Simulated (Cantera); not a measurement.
# Premixed flame

A freely propagating, adiabatic, planar premixed flame of 42.2 % H2, 13.2 % O2, 44.7 % N2, equivalence ratio 1.6, unburnt at 700 K and 0.296 atm; mixture-averaged transport, grid criteria slope 0.08 and curve 0.16, no radiation.

Detailed kinetics in Cantera: the H2/O2 subset of GRI-Mech 3.0, which has no nitrogen chemistry. Burning velocities carry a grid error of a few per cent, more on coarse grids.

```
z (mm)  T (K)  u (m/s)   x H2     x O2    x HO2   x H2O2       x H     x H2O
------  -----  -------  -----  -------  -------  -------  --------  --------
-6.83     700     11.1  0.422    0.132    <1e-8    <1e-8     <1e-8     <1e-8
-4.56     700     11.1  0.422    0.132    <1e-8    <1e-8     <1e-8     <1e-8
-3.42     700     11.1  0.422    0.132    <1e-8    <1e-8     <1e-8     <1e-8
-2.28     700     11.1  0.422    0.132  8.56e-7    <1e-8   8.17e-7   9.53e-8
-1.14     709     11.2  0.420    0.131  6.94e-5  3.40e-7  0.000691  0.000611
-0.570    833     13.0  0.392    0.127  5.12e-5  6.04e-7    0.0142    0.0136
0        1222     18.6  0.235   0.0699  2.21e-5  1.01e-6    0.0931     0.128
0.570    1486     22.4  0.132   0.0132  4.12e-6  7.87e-7     0.133     0.235
1.14     1595     23.8  0.128  0.00738  2.10e-6  6.00e-7     0.127     0.247
2.28     1725     25.5  0.136  0.00602  1.52e-6  3.82e-7     0.110     0.251
4.56     1875     27.4  0.144  0.00478  1.08e-6  2.10e-7    0.0918     0.257
9.11     2032     29.3  0.152  0.00346  7.41e-7  1.11e-7    0.0730     0.264
18.2     2183     31.1  0.159  0.00225  5.02e-7  6.19e-8    0.0551     0.272
```
x: mole fraction of selected species; z is measured from the peak of heat release.

```yaml
laminar_burning_velocity: 1110 cm/s
thermal_thickness: 2.28 mm
peak x(HO2): 6.99e-5
peak x(H2O2): 1.04e-6
peak x(H): 0.134
grid_points: 142
```
